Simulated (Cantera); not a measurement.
A closed system holds: 1 mol SiC, 0.23 mol N2O, a varied amount of H2, at 1723 K and 101000 Pa.

Method: chemical equilibrium by Gibbs-energy minimisation in Cantera with the NASA 1993 tables (ideal gas, pure condensed phases). Candidate condensed phases: C, C6H6, C7H8, C8H18, H2O, Si, SiC, SiO2, Si2N2O, Si3N4; 151 gas species. Mutual solubility and eutectic melting of coexisting phases are not modelled. Rates play no part.

### Question
Which condensed phases are stable at each of these points (n(H2) (mol)): 16, 22, 31, 43, 60, 83, 120, 160, 220, 310, 440, 610, 840?

### Answer
```tsv
n(H2) (mol)	condensed phases	Si condensed (%)
16	SiC(s) + Si2N2O(s)	99.3
22	SiC(s) + Si2N2O(s)	99.0
31	SiC(s) + Si2N2O(s)	98.4
43	SiC(s) + Si2N2O(s)	97.6
60	SiC(s) + Si2N2O(s)	96.5
83	SiC(s) + Si2N2O(s)	94.8
120	SiC(s) + Si2N2O(s)	92.2
160	SiC(s) + Si2N2O(s)	89.5
220	SiC(s)	87.7
310	SiC(s)	87.4
440	SiC(s)	86.9
610	SiC(s)	86.4
840	SiC(s)	85.8
```

From 16 mol H2 to 160 mol H2 the condensed part is SiC(s) + Si2N2O(s). From 220 mol H2 to 840 mol H2 the condensed part is SiC(s).
